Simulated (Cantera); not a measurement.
An adiabatic, constant-pressure homogeneous reactor starts with CH4 : C2H6 : C3H8 : O2 : N2 = 1 : 0.29 : 0.39 : 7.2 : 27.1 (molar parts), at 1025 K and 3750 Torr. Integrator tolerance rtol = 1e-08.

Detailed kinetics in Cantera: GRI-Mech 3.0 (53 species, 325 reactions). GRI-Mech 3.0 was tuned for natural gas; its chemistry of propane as a main component is partial and can be far from experiment.

Question: What does this change do: pressure from 3750 Torr to 308 Torr?

Answer: 
```tsv
quantity	before	after
time of steepest temperature rise	16.2 ms	87.6 ms
temperature at 5.00 s	2377 K	2324 K
equilibrium temperature	2377 K	2324 K
x(CH4) at 5.00 s	<1e-12 (gas-phase equilibrium <1e-12)	<1e-12 (gas-phase equilibrium <1e-12)
x(C2H6) at 5.00 s	<1e-12 (gas-phase equilibrium <1e-12)	<1e-12 (gas-phase equilibrium <1e-12)
x(C3H8) at 5.00 s	<1e-12 (gas-phase equilibrium <1e-12)	<1e-12 (gas-phase equilibrium <1e-12)
x(CO2) at 5.00 s	0.0725 (gas-phase equilibrium 0.0725)	0.0687 (gas-phase equilibrium 0.0687)
x(H2O) at 5.00 s	0.118 (gas-phase equilibrium 0.118)	0.114 (gas-phase equilibrium 0.114)
```

Question: What does this change do: CH4 1 to 1.8 parts?

Answer: 
```csv
quantity,before,after
time of steepest temperature rise,16.2 ms,17.3 ms
temperature at 5.00 s,2377 K,2597 K
equilibrium temperature,2377 K,2597 K
x(CH4) at 5.00 s,<1e-12 (gas-phase equilibrium <1e-12),<1e-12 (gas-phase equilibrium <1e-12)
x(C2H6) at 5.00 s,<1e-12 (gas-phase equilibrium <1e-12),<1e-12 (gas-phase equilibrium <1e-12)
x(C3H8) at 5.00 s,<1e-12 (gas-phase equilibrium <1e-12),<1e-12 (gas-phase equilibrium <1e-12)
x(CO2) at 5.00 s,0.0725 (gas-phase equilibrium 0.0725),0.0787 (gas-phase equilibrium 0.0787)
x(H2O) at 5.00 s,0.118 (gas-phase equilibrium 0.118),0.150 (gas-phase equilibrium 0.150)
```
